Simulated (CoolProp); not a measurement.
n-perfluorobutane at several states: density (kg/m³) from the reference equation and from simpler models built on Tc = 386.3 K, pc = 23.22 bar, ω = 0.372; each cubic takes its own stable root.

Values from CoolProp's reference Helmholtz-energy equation of state, Gao 2022.

```csv
T (K),p (bar),phase,reference,van der Waals,Redlich-Kwong,Soave-Redlich-Kwong,Peng-Robinson
251,0.714,liquid,1666,8.356,8.444,1578,1782
308.9,14.9,liquid,1463,907.7,1280,1365,1547
213.5,2.55,liquid,1795,1095,1620,1685,1897
391.1,9.25,gas,78.60,77.67,79.10,78.97,80.31
220.4,100,liquid,1801,1150,1655,1705,1913
```

At some of these states van der Waals, Redlich-Kwong gives the other phase, because its saturation line lies elsewhere.
